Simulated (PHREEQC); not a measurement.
1 kg of water holding 0.43 mol/kgw KCl, 0.093 mol/kgw MgCl2 and 0.33 mol/kgw NaCl is evaporated at 25 °C; the solids stay in contact with the brine. CO2 from the air is kept out. Only these solids could form: Bischofite, Brucite, Carnallite, Halite, Sylvite, MgCl2_4H2O.

Model: Pitzer model, pitzer.dat, run in PHREEQC.

| water left (kg) | ionic strength | water activity | Sylvite (mol) |
|---|---|---|---|
| 1 | 1.04 | 0.971 | 0 |
| 0.6755 | 1.54 | 0.956 | 0 |
| 0.4563 | 2.28 | 0.934 | 0 |
| 0.3082 | [?] | [?] | 0 |
| 0.2082 | [?] | [?] | 0 |
| 0.1407 | 6.91 | 0.768 | 0.0678 |
| 0.09502 | 8.20 | 0.709 | 0.260 |
| 0.06418 | 8.83 | [?] | 0.330 |
| 0.04335 | 9.74 | 0.665 | 0.375 |
| 0.0293 | 11.4 | [?] | 0.406 |
| 0.0176 | 13.4 | 0.511 | 0.401 |
| 0.006 | 13.4 | 0.511 | 0.359 |

**Question.** Fill in the missing entries.

**Answer.** 
- 0.3082, ionic strength: 3.37
- 0.3082, water activity: 0.898
- 0.2082, ionic strength: 4.99
- 0.2082, water activity: 0.842
- 0.06418, water activity: 0.692
- 0.0293, water activity: 0.601
